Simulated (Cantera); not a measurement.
What does this Cantera script print?

```python
import numpy as np
import cantera as ct

gas_names = """
    C CH CH2 CH3 CH2OH CH3O CH4 CH3OH CO CO2 COOH C2 C2H CHCO,ketyl C2H2,acetylene C2H2,vinylidene
    CH2CO,ketene C2H3,vinyl CH3CO,acetyl C2H4 C2H4O,ethylen CH3CHO,ethanal CH3COOH (HCOOH)2 C2H5 C2H6
    CH3OCH3 C2H5OH C2O C3 C3H3,propargyl C3H4,allene C3H4,propyne C3H4,cyclo- C3H5,allyl C3H6,propylene
    C3H6,cyclo- C3H6O C3H7,n-propyl C3H7,i-propyl C3H8 C3H8O,1propanol C3H8O,2propanol C3O2 C4 C4H2
    C4H4,1,3-cyclo- C4H6,butadiene C4H6,2-butyne C4H6,cyclo- C4H8,1-butene C4H8,cis2-buten
    C4H8,tr2-butene C4H8,isobutene C4H8,cyclo- (CH3COOH)2 C4H9,n-butyl C4H9,i-butyl C4H9,s-butyl
    C4H9,t-butyl C4H10,isobutane C4H10,n-butane C5 C5H6,1,3cyclo- C5H8,cyclo- C5H10,1-pentene
    C5H10,cyclo- C5H11,pentyl C5H11,t-pentyl C5H12,n-pentane C5H12,i-pentane CH3C(CH3)2CH3 C6H2
    C6H5,phenyl C6H5O,phenoxy C6H6 C6H5OH,phenol C6H10,cyclo- C6H12,1-hexene C6H12,cyclo- C6H13,n-hexyl
    C7H7,benzyl C7H8 C7H8O,cresol C7H14,1-heptene C7H15,n-heptyl C7H16,n-heptane C8H8,styrene
    C8H10,ethylbenz C8H16,1-octene C8H17,n-octyl C8H18,isooctane C8H18,n-octane C9H19,n-nonyl
    C10H8,naphthale C10H21,n-decyl C12H9,o-bipheny C12H10,bipheny Fe FeC5O5 FeO Fe(OH)2 H HCO HO2 H2
    HCHO,formaldehy HCOOH H2O H2O2 O OH O2 O3
""".split()
cond_names = """
    C(gr) C6H6(L) C7H8(L) C8H18(L),n-octa Fe(a) Fe(c) Fe(d) Fe(L) FeC5O5(L) FeO(s) FeO(L) Fe(OH)2(s)
    Fe(OH)3(s) Fe2O3(s) Fe3O4(s) H2O(s) H2O(L)
""".split()


def load(file, names, dense=False):
    # The tables refer to 1 bar. Condensed volumes are neglected.
    table = {s.name: s for s in ct.Species.list_from_file(file)}
    out = []
    for n in names:
        d = dict(table[n].input_data)
        d["thermo"] = dict(d["thermo"], **{"reference-pressure": 1e5})
        if dense:
            d["equation-of-state"] = {"model": "constant-volume", "density": "1e6 g/cm^3"}
        out.append(ct.Species.from_dict(d))
    return out


gas = ct.Solution(thermo="ideal-gas", species=load("nasa_gas.yaml", gas_names))
cond = {s.name: ct.Solution(thermo="fixed-stoichiometry", species=[s], name=s.name)
        for s in load("nasa_condensed.yaml", cond_names, dense=True)}
atoms = {
    'Fe3O4': {'Fe': 3, 'O': 4},
    'CO': {'C': 1, 'O': 1},
    'CH4': {'C': 1, 'H': 4},
}
top_T = {'C(gr)': 4500, 'Fe2O3(s)': 1830, 'Fe3O4(s)': 1870}  # K; cautious upper limits of use, not melting points


def equilibrate(T, P, feed):
    n = {}
    for name, mol in feed.items():
        for a, k in atoms[name].items():
            n[a] = n.get(a, 0.0) + k * mol
    gas.TPX = T, P, n
    mass = sum(n.values()) * gas.mean_molecular_weight
    gas.equilibrate("TP")
    valid = [c for c in cond.values() if c.min_temp <= T <= top_T.get(c.name, c.max_temp)]
    mix = ct.Mixture([(gas, mass / gas.mean_molecular_weight)] + [(c, 0.0) for c in valid])
    mix.T, mix.P = T, P
    mix.equilibrate("TP", solver="vcs", rtol=1e-11, max_steps=5000)
    return mix


results = []
feed = {'Fe3O4': 1, 'CO': 5.5, 'CH4': 1.5}  # mol
T = 975  # K
P = 13332.2  # Pa
mix = equilibrate(T, P, feed)
results.append((T, P, feed, dict(zip(mix.species_names, mix.species_moles))))
print(gas.report(threshold=1e-06))
for i in range(1, mix.n_phases):
    print(f"{mix.phase(i).name:16s} {mix.phase_moles(i):12.5e} mol")
```

Result:

```
       temperature   975 K
          pressure   13332 Pa
           density   0.038274 kg/m^3
  mean mol. weight   23.272 kg/kmol
   phase of matter   gas

                          1 kg             1 kmol
                     ---------------   ---------------
          enthalpy       -4.6057e+06       -1.0718e+08  J
   internal energy        -4.954e+06       -1.1529e+08  J
           entropy             10616        2.4705e+05  J/K
    Gibbs function       -1.4956e+07       -3.4806e+08  J
 heat capacity c_p            1536.2             35752  J/K
 heat capacity c_v              1179             27437  J/K

                      mass frac. Y      mole frac. X     chem. pot. / RT
                     ---------------   ---------------   ---------------
               CH4        0.00020084        0.00029134           -44.454
                CO           0.66468           0.55225           -41.778
               CO2           0.27962           0.14787           -80.738
                H2          0.022229           0.25661           -20.818
               H2O          0.033274          0.042984           -59.778
     [ +109 minor]        2.3233e-08        1.6927e-08

C(gr)             0.00000e+00 mol
Fe(a)             2.40448e+00 mol
FeC5O5(L)         0.00000e+00 mol
FeO(s)            5.95522e-01 mol
Fe(OH)2(s)        0.00000e+00 mol
Fe(OH)3(s)        0.00000e+00 mol
Fe2O3(s)          0.00000e+00 mol
Fe3O4(s)          0.00000e+00 mol
```

Cantera equilibrium calculation (NASA polynomials, part measured and part estimated; ideal gas, pure solids and liquids). The tables' stoichiometric FeO is somewhat more stable than real wüstite, so its field is too wide. FeO: taken at fixed stoichiometry.
